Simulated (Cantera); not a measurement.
A closed system holds: 1 mol Si2Cl6, 1.9 mol NH3, 17 mol H2, equilibrated at 10.0 Pa.

Cantera equilibrium calculation (NASA polynomials, part measured and part estimated; ideal gas, pure solids and liquids). Candidate condensed phases: NH4Cl, Si, Si3N4; 28 gas species. The feed counts by its element totals alone. The tables' values for SiCl, SiCl3 are old estimates; treat these amounts as uncertain. Kinetics and transport are ignored.

At 1623 K, list the 4 most abundant gas species with their mole fractions, and the condensed phases.

H2 0.767, HCl 0.119, SiCl2 0.0649, N2 0.0397. Condensed: Si(s).
